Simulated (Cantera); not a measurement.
Hydrocarbon pyrolysis for carbon deposition

An isothermal, constant-pressure homogeneous reactor starts with C₂H₆ : N₂ : H₂O = 1 : 13 : 0.015 (molar parts), at 1700 K and 0.247 atm.

Detailed kinetics in Cantera: GRI-Mech 3.0 (53 species, 325 reactions). GRI-Mech 3.0 stops at C3 and has no aromatics, soot or wall deposition, so with more carbon than oxygen in the feed, carbon stays in small species such as C2H2 where larger ones or solid carbon would form.

```json
[
 {"t (s)": "8.00e-5", "x C₂H₆": "0.0201", "x C₂H₄": "0.0295", "x CH₄": "0.0127", "x CH₃": "0.0101", "x H": "0.000549", "x C₂H": "4.72e-7", "x C₂H₂": "0.00548"},
 {"t (s)": "0.000284", "x C₂H₆": "0.000828", "x C₂H₄": "0.0220", "x CH₄": "0.0219", "x CH₃": "0.00231", "x H": "0.000379", "x C₂H": "8.93e-7", "x C₂H₂": "0.0302"},
 {"t (s)": "0.00101", "x C₂H₆": "4.74e-5", "x C₂H₄": "0.00788", "x CH₄": "0.0213", "x CH₃": "0.000593", "x H": "0.000125", "x C₂H": "3.60e-7", "x C₂H₂": "0.0454"},
 {"t (s)": "0.00357", "x C₂H₆": "1.30e-5", "x C₂H₄": "0.00156", "x CH₄": "0.0205", "x CH₃": "0.000306", "x H": "7.15e-5", "x C₂H": "2.18e-7", "x C₂H₂": "0.0519"},
 {"t (s)": "0.0126", "x C₂H₆": "9.92e-6", "x C₂H₄": "0.000237", "x CH₄": "0.0185", "x CH₃": "0.000269", "x H": "7.19e-5", "x C₂H": "2.19e-7", "x C₂H₂": "0.0540"},
 {"t (s)": "0.0449", "x C₂H₆": "5.69e-6", "x C₂H₄": "0.000164", "x CH₄": "0.0138", "x CH₃": "0.000206", "x H": "7.87e-5", "x C₂H": "2.34e-7", "x C₂H₂": "0.0561"},
 {"t (s)": "0.159", "x C₂H₆": "1.54e-6", "x C₂H₄": "0.000106", "x CH₄": "0.00690", "x CH₃": "0.000110", "x H": "9.07e-5", "x C₂H": "2.60e-7", "x C₂H₂": "0.0592"},
 {"t (s)": "0.564", "x C₂H₆": "1.99e-7", "x C₂H₄": "9.29e-5", "x CH₄": "0.00238", "x CH₃": "3.99e-5", "x H": "0.000101", "x C₂H": "2.83e-7", "x C₂H₂": "0.0611"},
 {"t (s)": "2.00", "x C₂H₆": "2.75e-8", "x C₂H₄": "9.30e-5", "x CH₄": "0.000843", "x CH₃": "1.43e-5", "x H": "0.000105", "x C₂H": "2.88e-7", "x C₂H₂": "0.0616"}
]
```
x: mole fraction; the columns are a selection and need not sum to one.

Equilibrium at this temperature and pressure: C₂H₆ 2.50e-9, C₂H₄ 3.52e-5, CH₄ 0.000215, CH₃ 3.65e-6, H 0.000105, C₂H 1.08e-7, C₂H₂ 0.0232 (gas phase only).
